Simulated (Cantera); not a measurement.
Charge: 1 mol S, 0.047 mol H₂, 1.9 mol O₂, held at 2.00 bar.

Equilibrium computed with Cantera from the NASA thermochemical tables; the gas is ideal and each condensed phase is pure. Candidate condensed phases: H₂O, H₂SO₄, S; 34 gas species. Ions and electrons are included (thermal ionisation). Rates play no part.

Question: At 4727 °C, list the 5 most abundant gas species with their mole fractions, and the condensed phases.

Answer: O 0.742, S 0.181, SO 0.0330, O₂ 0.0224, H 0.0189. Condensed: gas only.
